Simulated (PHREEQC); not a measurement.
Make-up at 85 °C: 0.028 mol CaCl2, 8.4e-06 mol Ca(HCO3)2 and 0.00085 mol NaHF2 per kg of water. Closed to the air; pH follows from the charge balance.

Computed with PHREEQC (ion-association model, wateq4f.dat).

Precipitation was switched off in this run.

Problem. Order these F species by the share of F that they hold, largest first: CaF+, HF, HF2-, F-.

Solution. F- (51 %), HF (35 %), CaF+ (14 %), HF2- (0.26 %)

The pH is 3.72 and the ionic strength 0.0846 mol/kgw. Examples of supersaturated solids here: Fluorite. Others may be too. Species that the database lacks are ignored. Away from 25 °C the constants follow the database's enthalpies or fits; those with neither stay at their 25 °C values.
